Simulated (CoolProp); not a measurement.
C3F8 (R218) at several states: Z from the reference equation and from simpler models built on Tc = 345.0 K, pc = 2640 kPa, ω = 0.317; each cubic takes its own stable root.

Values from CoolProp's reference Helmholtz-energy equation of state, Lemmon 2006. It is a short technical equation, of lower accuracy than the large ones.

```tsv
T (K)	p (kPa)	phase	reference	van der Waals	Redlich-Kwong	Peng-Robinson
171.3	265	liquid	(withheld)	0.03074	0.02071	(withheld)
213.8	23.8	gas	0.9821	0.9919	0.9884	0.9861
219.9	4090	liquid	(withheld)	(withheld)	0.2705	(withheld)
```

Task: Fill in the missing entries.

Result: 
- 171.3, reference: 0.01893
- 171.3, Peng-Robinson: 0.01793
- 219.9, reference: 0.2490
- 219.9, van der Waals: 0.3903
- 219.9, Peng-Robinson: 0.2315
